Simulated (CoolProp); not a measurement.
The numbers come from the reference Helmholtz-energy equation of state, Akasaka 2022 in CoolProp.

Task: For R1233zd(E), give the phase and the density (kg/m³), cv (kJ/(kg K)), isothermal compressibility (1/MPa), expansivity (1/kK) at 446.7 K and 16700 kPa; 446.7 K and 23900 kPa; 446.7 K and 33400 kPa.

Result: 
- 446.7 K and 16700 kPa: supercritical; density 962, cv 0.980, isothermal compressibility 0.00930, expansivity 2.79
- 446.7 K and 23900 kPa: supercritical; density 1010, cv 0.979, isothermal compressibility 0.00610, expansivity 2.18
- 446.7 K and 33400 kPa: supercritical; density 1060, cv 0.980, isothermal compressibility 0.00423, expansivity 1.76
